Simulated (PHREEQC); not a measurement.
# Spent oxide etchant (model solution)

Consider water at 25 °C with 0.014 mol NH4HF2, 0.00024 mol H2SiF6, 4.1e-05 mol HBF4 and 0.0077 mol H2SO4 per kg of water. Closed to the air; pH follows from the charge balance.

Computed with PHREEQC (ion-association model, phreeqc.dat).

| Quantity | Value |
|---|---|
| pH | 2.36 |
| ionic strength | 0.0243 mol/kgw |
| total alkalinity | -31.0 meq/kg |

```json
[
 {"species": "HF", "molality": "0.0231", "activity": "0.0232", "log γ": "0.002"},
 {"species": "NH4+", "molality": "0.0135", "activity": "0.0115", "log γ": "-0.070"},
 {"species": "SO4-2", "molality": "0.00563", "activity": "0.00314", "log γ": "-0.254"},
 {"species": "H+", "molality": "0.00492", "activity": "0.00434", "log γ": "-0.054"},
 {"species": "F-", "molality": "0.00417", "activity": "0.00357", "log γ": "-0.067"},
 {"species": "HSO4-", "molality": "0.00154", "activity": "0.00132", "log γ": "-0.065"},
 {"species": "NH4SO4-", "molality": "0.000537", "activity": "0.000462", "log γ": "-0.065"},
 {"species": "HF2-", "molality": "0.000369", "activity": "0.000318", "log γ": "-0.065"},
 {"species": "SiF6-2", "molality": "0.000240", "activity": "0.000134", "log γ": "-0.253"}
]
```

This is a speciation only: nothing precipitates in the calculation. Species that the database lacks are ignored. SiF6-2 is the database's only silicon fluoride. Real BF4- forms and hydrolyses slowly; the run takes it at equilibrium.
